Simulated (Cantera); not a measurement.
Charge: 1 mol NiS, 5.4 mol H2, 0.53 mol N2, at 873 K and 1.00 bar.

These are equilibrium values from Cantera (NASA tables, ideal gas, pure condensed phases), not measurements of a reactor. Candidate condensed phases: Ni, NiS, NiS2, Ni3S2, Ni3S4, S; 17 gas species. Kinetics and transport are ignored.

Base state: H2 0.854, N2 0.0892, H2S 0.0562, NH3 0.000358 (mole fractions); condensed: Ni3S2(s).

Question: What changes in the equilibrium state with this change: temperature from 873 K to 2100 K?

Answer: 
```tsv
species	before	after
H2	0.854	0.860
N2	0.0892	0.0882
H2S	0.0562	0.0335
S2	1.02e-8	0.00731
SH	2.07e-8	0.00700
Ni	<1e-9	0.000445
H	<1e-9	0.00289
S	<1e-9	0.000508
NiS	<1e-9	0.000318
NH3	0.000358	4.06e-6
Ni3S2(s), mol	0.333	0
Ni3S2(l), mol	0	0.332
```
